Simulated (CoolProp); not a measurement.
The fluid at 273.62 K and 5.06 MPa flows at 1.6 m/s in a round tube of 50 mm bore and 1.5 µm roughness, fully developed (64/Re and Nu = 3.66 if laminar; Colebrook and Gnielinski if turbulent). The same conditions are run with several fluids, on thermodynamics alone (safety and materials aside).

Values from CoolProp's reference Helmholtz-energy equation of state of each fluid (carbon dioxide: Span 1996; n-decane: Lemmon 2006; toluene: Lemmon 2006; R507A: Lemmon 2003; R134a: Tillner-Roth 1994). Blends and air are pseudo-pure fits.

Rank carbon dioxide, n-decane, toluene, R507A, R134a by Reynolds number, highest first.

carbon dioxide (725000), R507A (474000), R134a (371000), toluene (89100), n-decane (44700)

```csv
fluid,Darcy friction factor,pressure drop (Pa/m),heat-transfer coefficient (W/(m² K)),mass flow (kg/h)
carbon dioxide,0.0128,308,4270,10600
n-decane,0.0215,413,1260,8470
toluene,0.0186,423,1710,10000
R507A,0.0137,414,2590,13400
R134a,0.0142,478,2730,14800
```

Transport values come from each fluid's own correlations; those of R134a are estimates that may be off by 10 % or more.
